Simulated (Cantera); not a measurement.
Input: 1 mol CH3Cl, 0.016 mol HCl, 5.7 mol H2, held at 10.0 mbar.

These are equilibrium values from Cantera (NASA tables, ideal gas, pure condensed phases), not measurements of a reactor. Candidate condensed phases: C, C6H6, C7H8, C8H18; 91 gas species. Rates play no part.

x: gas mole fraction; n: condensed amount in mol.

```
T (K)   x H2       x H   x HCl      x Cl      x C3  x C2H2 (acetylene)  n C(graphite)
-----  -----  --------  ------  --------  --------  ------------------  -------------
1500   0.868  0.000164   0.132   2.00e-5    <1e-12             7.83e-6          1.000
1700   0.867   0.00137   0.131  0.000162    <1e-12             6.36e-5          0.999
1900   0.861   0.00736   0.130  0.000841  2.07e-10            0.000329          0.995
2100   0.841    0.0286   0.126   0.00316   2.89e-8             0.00121          0.981
2300   0.785    0.0858   0.116   0.00914   1.67e-6             0.00339          0.944
2500   0.670     0.206  0.0959    0.0208   4.97e-5             0.00725          0.868
2700       …         …       …         …         …                   …              …
2900       …         …       …         …         …                   …              …
3100   0.129     0.765  0.0148    0.0591    0.0150             0.00328              0
```

Q: Some entries are withheld; supply them.

A: 
- 2700, x H2: 0.487
- 2700, x H: 0.396
- 2700, x HCl: 0.0657
- 2700, x Cl: 0.0372
- 2700, x C3: 0.000880
- 2700, x C2H2 (acetylene): 0.0115
- 2700, n C(graphite): 0.718
- 2900, x H2: 0.277
- 2900, x H: 0.605
- 2900, x HCl: 0.0346
- 2900, x Cl: 0.0517
- 2900, x C3: 0.0103
- 2900, x C2H2 (acetylene): 0.0128
- 2900, n C(graphite): 0.167
